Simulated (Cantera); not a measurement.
**Si₃N₄ + H₂O (nitride etching)**

Input: 1 mol Si₃N₄, a varied amount of H₂O, held at 1727 °C and 1.35 Torr.

Method: chemical equilibrium by Gibbs-energy minimisation in Cantera with the NASA 1993 tables (ideal gas, pure condensed phases). Candidate condensed phases: H₂O, Si, SiO₂, Si₂N₂O, Si₃N₄; 35 gas species. The tables' values for SiN, SiO₂ are old estimates; treat these amounts as uncertain. The tables hold silica as quartz up to 1696 K and as liquid above; real silica turns to tridymite and cristobalite and melts near 1996 K. Gases not in the tables: Si₂H₆ and higher silanes. Rates play no part.

```
n(H₂O) (mol)  log p N₂  log p H₂  log p SiO  log p H₂O  log p Si  log p H  n Si(l)  n SiO₂(l)
------------  --------  --------  ---------  ---------  --------  -------  -------  ---------
0.21             -2.84     -3.85      -3.82     -10.83     -4.36    -4.71     2.73          0
0.28             -2.87     -3.75      -3.72     -10.63     -4.36    -4.66     2.65          0
0.37             -2.90     -3.65      -3.63     -10.44     -4.36    -4.61     2.56          0
0.49             -2.93     -3.56      -3.54     -10.27     -4.36    -4.57     2.43          0
0.65             -2.98     -3.48      -3.46     -10.11     -4.36    -4.53     2.26          0
0.85             -3.03     -3.42      -3.40      -9.98     -4.36    -4.50     2.05          0
1.1              -3.08     -3.36      -3.34      -9.86     -4.36    -4.47     1.79          0
1.5              -3.16     -3.30      -3.28      -9.74     -4.36    -4.44     1.37          0
2                -3.24     -3.25      -3.24      -9.65     -4.36    -4.42    0.839          0
2.6              -3.32     -3.22      -3.20      -9.58     -4.36    -4.40    0.207          0
3.4              -3.37     -3.20      -3.20      -4.14     -9.78    -4.39        0     0.0564
```
log p: log10 of the partial pressure in bar; n: condensed amount in mol.

From 0.21 mol H₂O to 2.6 mol H₂O the condensed part is Si(l). At 3.4 mol H₂O the condensed part is SiO₂(l). The main Si-bearing gas is SiO throughout. The share of Si in condensed phases is highest at 0.21 mol H₂O (90.8 %) and lowest at 3.4 mol H₂O (1.9 %).
